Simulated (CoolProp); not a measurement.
Saturation properties of carbon monoxide (Tc = -140.3 °C, pc = 3.498 MPa, ω = 0.050).

Values from CoolProp's reference Helmholtz-energy equation of state, Lemmon 2006. It is a short technical equation, of lower accuracy than the large ones.

```csv
T (°C),p (MPa),enthalpy of vaporisation (kJ/kg),liquid cp (kJ/(kg K)),vapour Z
-169.65,0.6991,[?],2.373,0.8389
-167.35,0.8165,[?],2.428,0.8203
-165.15,0.9415,166.3,[?],0.8011
-162.85,1.086,160.3,2.569,0.7796
-160.65,[?],154.1,2.662,0.7576
-158.35,1.415,147.2,2.781,0.7328
-156.15,1.599,[?],2.927,0.7072
-153.85,1.809,131.6,3.128,0.6782
-151.65,2.028,122.8,3.391,0.6477
-149.35,2.277,112.3,3.797,0.6123
-147.15,2.536,100.7,4.431,0.5737
-144.85,2.830,85.88,5.735,0.5260
-142.55,3.151,65.67,9.767,0.4632
```

What belongs in the gaps?


- -169.65, enthalpy of vaporisation (kJ/kg): 176.9
- -167.35, enthalpy of vaporisation (kJ/kg): 171.6
- -165.15, liquid cp (kJ/(kg K)): 2.491
- -160.65, p (MPa): 1.239
- -156.15, enthalpy of vaporisation (kJ/kg): 139.9

It boils at -191.5 °C under 1 atm.
